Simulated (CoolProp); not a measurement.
A single-stage vapour-compression cycle with ammonia: evaporating at 237.15 K (dew point), condensing at 265.15 K (bubble point), superheat 8 K, subcooling 0 K, compressor efficiency 0.9, no pressure losses. Each further row changes one setting.

Model: reference Helmholtz-energy equation of state, Gao 2020, in CoolProp.

```tsv
case	cooling COP	pressure ratio	discharge temperature (K)	refrigerating effect (kJ/kg)	volumetric capacity (kJ/m³)
as stated	6.59	3.56	338.1	1270	958
evaporating temperature 242.15 K	8.39	2.77	323.8	1280	1220
condensing temperature 260.15 K	8.19	2.91	321.6	1290	975
subcooling 5 K	6.71	3.56	338.1	1290	975
superheat 18 K	6.42	3.56	351.6	1290	933
compressor efficiency 0.8	5.86	3.56	348.7	1270	958
```
